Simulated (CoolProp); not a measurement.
Vapour pressure (bar) of cyclopropane: the reference equation beside estimates from Tc = 398.7 K, pc = 56.05 bar, ω = 0.131. Clausius-Clapeyron is anchored at 312.2 K with a constant enthalpy of vaporisation of 16.01 kJ/mol.

Values from CoolProp's reference Helmholtz-energy equation of state, Polt 1992. This equation is an older, rougher fit; its heat capacities, sound speeds and derivatives of the liquid may be far off and weren't checked against measurements.

```
T (K)  reference  Clausius-Clapeyron  van der Waals  Redlich-Kwong  Soave-Redlich-Kwong
-----  ---------  ------------------  -------------  -------------  -------------------
302.1      8.049               8.461          16.64          9.248                8.061
307.1      9.157               9.386          17.99          10.46                9.184
312.2      10.40               10.40          19.45          11.82                10.44
317.2      11.73               11.46          20.95          13.25                11.80
322.2      13.18               12.59          22.52          14.81                13.28
327.3      14.80               13.82          24.19          16.52                14.92
332.3      16.52               15.10          25.90          18.32                16.67
337.4      18.41               16.48          27.73          20.29                18.60
342.4      20.43               17.91          29.60          22.36                20.64
347.4      22.59               19.42          31.54          24.57                22.84
352.5      24.97               21.04          33.60          26.97                25.25
357.5      27.48               22.71          35.70          29.46                27.79
```

Absolute difference from the reference over all 12 rows, mean and median: Clausius-Clapeyron 8.3 and 7.6 %, van der Waals 63.3 and 60.1 %, Redlich-Kwong 11.2 and 11.3 %, Soave-Redlich-Kwong 0.8 and 0.9 %.
